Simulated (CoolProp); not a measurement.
Vapour pressure (MPa) of nitrous oxide: the reference equation beside estimates from Tc = 309.5 K, pc = 7.245 MPa, ω = 0.161.

The numbers come from the reference Helmholtz-energy equation of state, Lemmon 2006 in CoolProp. It is a short technical equation, of lower accuracy than the large ones.

| T (K) | reference | van der Waals | Peng-Robinson |
|---|---|---|---|
| 219.2 | 0.5534 | … | 0.5527 |
| 222.7 | 0.6362 | 1.668 | 0.6348 |
| 226.2 | 0.7279 | 1.803 | 0.7258 |
| 229.7 | 0.8291 | … | 0.8263 |
| 233.1 | 0.9371 | 2.088 | 0.9336 |
| 236.6 | 1.059 | 2.243 | 1.055 |
| 240.1 | 1.192 | 2.405 | 1.187 |
| 243.6 | … | … | 1.332 |
| 247.1 | 1.494 | 2.751 | 1.489 |
| 250.6 | 1.664 | 2.935 | 1.659 |
| 254.1 | … | … | 1.844 |
| 257.6 | 2.047 | 3.326 | … |
| 261 | 2.255 | … | 2.252 |
| 264.5 | 2.484 | 3.742 | 2.482 |

**Question.** Some entries are withheld; supply them.

**Answer.** 
- 219.2, van der Waals: 1.541
- 229.7, van der Waals: 1.944
- 243.6, reference: 1.337
- 243.6, van der Waals: 2.574
- 254.1, reference: 1.849
- 254.1, van der Waals: 3.127
- 257.6, Peng-Robinson: 2.043
- 261, van der Waals: 3.527

Absolute difference from the reference over all 14 rows, mean and median: van der Waals 103.6 and 97.1 %, Peng-Robinson 0.3 and 0.3 %.
